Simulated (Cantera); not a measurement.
Cantera run:

```python
import numpy as np
import cantera as ct

gas_names = """
    C CN CO CO2 C2 CCN CNC C2N2 C2O C3 C3O2 C4 C4N2 C5 Cu CuO Cu2 N NCO NO NO2 NO3 N2 N2O O O2 O3
""".split()
cond_names = """
    C(gr) Cu(cr) Cu(L) CuO(s) Cu2O(s) Cu2O(L)
""".split()


# ... load() reads the species with a 1 bar reference pressure and builds the phases ...
atoms = {
    'CuO': {'Cu': 1, 'O': 1},
    'C': {'C': 1},
    'N2': {'N': 2},
}
top_T = {'C(gr)': 4500, 'CuO(s)': 1390}  # K; cautious upper limits of use, not melting points


# ... equilibrate(T, P, feed) seeds the gas with the atoms and calls Mixture.equilibrate('TP', solver="vcs", rtol=1e-11, max_steps=5000) ...
results = []
feed = {'CuO': 1, 'C': 4.4, 'N2': 11}  # mol
T = 2523  # K
P = 500  # Pa
mix = equilibrate(T, P, feed)
results.append((T, P, feed, dict(zip(mix.species_names, mix.species_moles))))
print(gas.report(threshold=0.0001))
for i in range(1, mix.n_phases):
    print(f"{mix.phase(i).name:16s} {mix.phase_moles(i):12.5e} mol")
```

Output:

```
       temperature   2523 K
          pressure   500 Pa
           density   0.00073277 kg/m^3
  mean mol. weight   30.743 kg/kmol
   phase of matter   gas

                          1 kg             1 kmol
                     ---------------   ---------------
          enthalpy        2.9729e+06        9.1397e+07  J
   internal energy        2.2906e+06        7.0419e+07  J
           entropy            9949.7        3.0588e+05  J/K
    Gibbs function        -2.213e+07       -6.8035e+08  J
 heat capacity c_p            1161.8             35719  J/K
 heat capacity c_v            891.39             27404  J/K

                      mass frac. Y      mole frac. X     chem. pot. / RT
                     ---------------   ---------------   ---------------
                CN         0.0013697         0.0016185           -19.893
                CO          0.070014          0.076845           -41.653
                C3        0.00016609        0.00014171            -9.853
                Cu           0.15883           0.07684           -14.919
                N2           0.76945           0.84441           -33.216
     [  +22 minor]        0.00016991        0.00014238

C(gr)             3.37045e+00 mol
Cu(L)             0.00000e+00 mol
Cu2O(L)           0.00000e+00 mol
```

Cantera equilibrium calculation (NASA polynomials, part measured and part estimated; ideal gas, pure solids and liquids).
